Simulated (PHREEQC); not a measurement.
NaOH is added in steps, without added water, to 1 kg of water holding 3.2e-05 mol/kgw Ca(HCO3)2, 0.017 mol/kgw NaHCO3 and 3.9e-07 mol/kgw H4SiO4, at 20 °C. O2 is buffered at 0.21 atm. The system is closed to CO2. The run lets Calcite, Chalcedony precipitate or redissolve, and no other solid.

Base run: PHREEQC, ion-association model, phreeqc.dat. Each further column changes one thing. The table gives Ca in solution (mol/kgw).

| NaOH added (mol) | base | database wateq4f.dat | Debye-Hückel limiting law | Davies equation for every ion | database pitzer.dat |
|---|---|---|---|---|---|
| 0 | 3.20e-5 | 3.20e-5 | 3.20e-5 | 3.20e-5 | 3.20e-5 |
| 0.00315 | 9.70e-6 | 9.69e-6 | 1.10e-5 | 9.89e-6 | [?] |
| 0.00585 | 7.88e-6 | 7.86e-6 | 8.84e-6 | 8.00e-6 | [?] |
| 0.009 | 7.12e-6 | 7.10e-6 | 7.96e-6 | 7.22e-6 | 1.83e-6 |
| 0.01215 | 6.75e-6 | 6.74e-6 | 7.55e-6 | 6.84e-6 | 1.51e-6 |
| 0.01485 | 6.57e-6 | 6.56e-6 | [?] | 6.65e-6 | 1.35e-6 |
| 0.018 | 6.50e-6 | 6.48e-6 | [?] | 6.57e-6 | 1.29e-6 |

### Question
What belongs in the gaps?

### Answer

- 0.00315, database pitzer.dat: 4.29e-6
- 0.00585, database pitzer.dat: 2.54e-6
- 0.01485, Debye-Hückel limiting law: 7.37e-6
- 0.018, Debye-Hückel limiting law: 7.33e-6

 pitzer.dat has no redox and few complexes: it carries them in its interaction parameters. phreeqc.dat and wateq4f.dat share most of their constants, so their agreement is no independent check. Solids allowed in the column 'database wateq4f.dat': Calcite, Portlandite, Chalcedony, Nahcolite, Natron. Solids allowed in the column 'database pitzer.dat': Calcite, Gaylussite, Nahcolite, Natron, Pirssonite, Portlandite, SiO2(a), Trona.
